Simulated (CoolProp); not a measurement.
Properties of R236FA along the isotherm 400 K.

Model: reference Helmholtz-energy equation of state, Pan 2012, in CoolProp.

```tsv
p (bar)	phase	cp (kJ/(kg K))	cv (kJ/(kg K))	speed of sound (m/s)	Joule-Thomson coefficient (K/MPa)	viscosity (µPa s)	Prandtl number
0.151	gas	0.9894	0.9343	152.0	8.712	14.8	0.669
0.269	gas	0.9901	0.9345	151.8	8.725	14.8	0.670
0.479	gas	0.9912	0.9350	151.5	8.750	14.8	0.671
0.851	gas	0.9932	0.9358	151.0	8.794	14.8	0.672
1.51	gas	0.9969	0.9372	150.0	8.873	14.8	0.675
2.69	gas	1.004	0.9399	148.3	9.020	14.8	0.679
4.79	gas	1.018	0.9448	145.2	9.299	14.9	0.689
8.51	gas	1.047	0.9545	139.4	9.860	15.0	0.708
15.1	gas	1.125	0.9751	127.7	11.13	15.5	0.758
26.9	gas	1.609	1.037	99.20	15.30	18.0	1.03
47.9	supercritical	1.788	1.035	174.4	1.934	81.0	2.96
```

Viscosity comes from a separate model (Huber 2003), an estimate that may be off by 10 % or more. Thermal conductivity comes from a separate model (Huber 2003), an estimate that may be off by 10 % or more.
